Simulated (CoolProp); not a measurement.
The numbers come from the reference Helmholtz-energy equation of state, Lemmon 2006 in CoolProp. It is a short technical equation, of lower accuracy than the large ones.

Q: For toluene, give the phase and the speed of sound (m/s), Prandtl number at 359 K and 27.5 MPa.

A: 
- 359 K and 27.5 MPa: liquid; speed of sound 1220, Prandtl number 5.66

Viscosity comes from a separate model (Avgeri 2015). Thermal conductivity comes from a separate model (Assael 2012).
